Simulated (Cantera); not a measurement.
Cantera run:

```python
import numpy as np
import cantera as ct

gas_names = [...]  # 118 gases of nasa_gas.yaml made of C, Cl, F, H
cond_names = """
    C(gr) C6H6(L) C7H8(L) C8H18(L),n-octa
""".split()


# ... load() reads the species with a 1 bar reference pressure and builds the phases ...
atoms = {
    'CH3F': {'C': 1, 'H': 3, 'F': 1},
    'HCl': {'H': 1, 'CL': 1},
}
top_T = {'C(gr)': 4500}  # K; cautious upper limits of use, not melting points


# ... equilibrate(T, P, feed) seeds the gas with the atoms and calls Mixture.equilibrate('TP', solver="vcs", rtol=1e-11, max_steps=5000) ...
results = []
feed = {'CH3F': 1, 'HCl': 1.7}  # mol
T = 625  # K
P = 75000  # Pa
mix = equilibrate(T, P, feed)
results.append((T, P, feed, dict(zip(mix.species_names, mix.species_moles))))
print(gas.report(threshold=1e-05))
for i in range(1, mix.n_phases):
    print(f"{mix.phase(i).name:16s} {mix.phase_moles(i):12.5e} mol")
```

Result:

```
       temperature   625 K
          pressure   75000 Pa
           density   0.38912 kg/m^3
  mean mol. weight   26.961 kg/kmol
   phase of matter   gas

                          1 kg             1 kmol
                     ---------------   ---------------
          enthalpy       -4.7957e+06        -1.293e+08  J
   internal energy       -4.9884e+06       -1.3449e+08  J
           entropy            7946.7        2.1425e+05  J/K
    Gibbs function       -9.7624e+06        -2.632e+08  J
 heat capacity c_p            1206.8             32536  J/K
 heat capacity c_v            898.38             24221  J/K

                      mass frac. Y      mole frac. X     chem. pot. / RT
                     ---------------   ---------------   ---------------
               CH4          0.072978           0.12264           -40.214
               HCL           0.69752           0.51582           -41.955
                HF           0.22512           0.30338           -75.592
                H2         0.0043473          0.058138           -19.612
              H2F2        3.4123e-05        2.2992e-05           -151.18
     [ +113 minor]        3.7118e-07        3.0527e-07

C(gr)             5.95803e-01 mol
```

Equilibrium computed with Cantera from the NASA thermochemical tables; the gas is ideal and each condensed phase is pure.
